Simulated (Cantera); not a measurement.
An adiabatic, constant-volume homogeneous reactor starts with CH4 : H2 : O2 : N2 = 1 : 0.46 : 3.54 : 12 (molar parts), at 975 K and 0.987 atm. Integrator tolerance rtol = 1e-08.

Computed with Cantera and GRI-Mech 3.0 (53 species, 325 reactions). Below about 1000 K GRI-Mech 3.0 lacks low-temperature oxidation paths.

What does this change do: pressure from 0.987 atm to 1.48 atm?


```tsv
quantity	before	after
time of steepest temperature rise	21.7 ms	23.5 ms
temperature at 0.300 s	2549 K	2564 K
equilibrium temperature	2549 K	2564 K
x(CH4) at 0.300 s	<1e-12 (gas-phase equilibrium <1e-12)	<1e-12 (gas-phase equilibrium <1e-12)
x(H2) at 0.300 s	0.00241 (gas-phase equilibrium 0.00241)	0.00212 (gas-phase equilibrium 0.00212)
x(O2) at 0.300 s	0.0704 (gas-phase equilibrium 0.0704)	0.0702 (gas-phase equilibrium 0.0702)
x(HCO) at 0.300 s	1.95e-9 (gas-phase equilibrium 1.95e-9)	2.08e-9 (gas-phase equilibrium 2.08e-9)
x(CH2O) at 0.300 s	1.49e-11 (gas-phase equilibrium 1.49e-11)	1.76e-11 (gas-phase equilibrium 1.76e-11)
x(NO) at 0.300 s	0.0137 (gas-phase equilibrium 0.0137)	0.0141 (gas-phase equilibrium 0.0141)
x(CO2) at 0.300 s	0.0531 (gas-phase equilibrium 0.0531)	0.0538 (gas-phase equilibrium 0.0538)
```

What does this change do: 0.05 parts C2H6 added?


```csv
quantity,before,after
time of steepest temperature rise,21.7 ms,34.8 ms
temperature at 0.300 s,2549 K,2608 K
equilibrium temperature,2549 K,2608 K
x(CH4) at 0.300 s,<1e-12 (gas-phase equilibrium <1e-12),<1e-12 (gas-phase equilibrium <1e-12)
x(H2) at 0.300 s,0.00241 (gas-phase equilibrium 0.00241),0.00348 (gas-phase equilibrium 0.00348)
x(O2) at 0.300 s,0.0704 (gas-phase equilibrium 0.0704),0.0608 (gas-phase equilibrium 0.0608)
x(HCO) at 0.300 s,1.95e-9 (gas-phase equilibrium 1.95e-9),4.15e-9 (gas-phase equilibrium 4.15e-9)
x(CH2O) at 0.300 s,1.49e-11 (gas-phase equilibrium 1.49e-11),3.30e-11 (gas-phase equilibrium 3.30e-11)
x(NO) at 0.300 s,0.0137 (gas-phase equilibrium 0.0137),0.0140 (gas-phase equilibrium 0.0140)
x(CO2) at 0.300 s,0.0531 (gas-phase equilibrium 0.0531),0.0556 (gas-phase equilibrium 0.0556)
```
